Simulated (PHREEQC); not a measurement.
**Reverse-osmosis reject: an equilibrium model**

Synthetic water in mmol/kgw, 20 °C, pH 6.48, pe 10.3:

```csv
constituent,mmol/kgw
Na,28.6
K,0.271
Ca,8.22
Mg,3.48
Cl,37.7
S(6),4.47
Alkalinity (meq/kgw),5.75
N(5),0.0214
Pb,0.455
```

Valence states are taken as typed.

Model: ion-association model, phreeqc.dat, run in PHREEQC.

This is a speciation only: nothing precipitates in the calculation.

Q: What ionic strength does the model give?

A: ionic strength 0.0629 mol/kgw.

Q: In which forms is Pb present?

A: PbCO3 51 %, PbHCO3+ 23 %, Pb+2 14 %, PbCl+ 7.6 %, PbSO4 4.4 % of the Pb.

The solution is supersaturated, for example in Cerussite, Anglesite, so a real one may precipitate; this is no full list. Species that the database lacks are ignored.
